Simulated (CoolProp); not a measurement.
A simple Rankine cycle with R11: condensing at 305.15 K, boiler at 0.857 MPa, turbine inlet 390 K, turbine efficiency 0.6, pump efficiency 0.8, no recuperator. Each further row changes one setting.

Values from CoolProp's reference Helmholtz-energy equation of state, Jacobsen 1992.

```csv
case,thermal efficiency (%),net work (kJ/kg),heat in (kJ/kg),turbine exit temperature (K),volume ratio over the turbine
as stated,9.6,21.2,222,341.2,6.26
turbine inlet 410 K,9.6,22.8,236,361.5,6.17
condensing temperature 297.15 K,10.6,24.2,229,335.5,8.15
boiler pressure 0.6 MPa,8.0,18.0,226,352.3,4.31
turbine efficiency 0.5,7.9,17.6,222,347.0,6.38
```
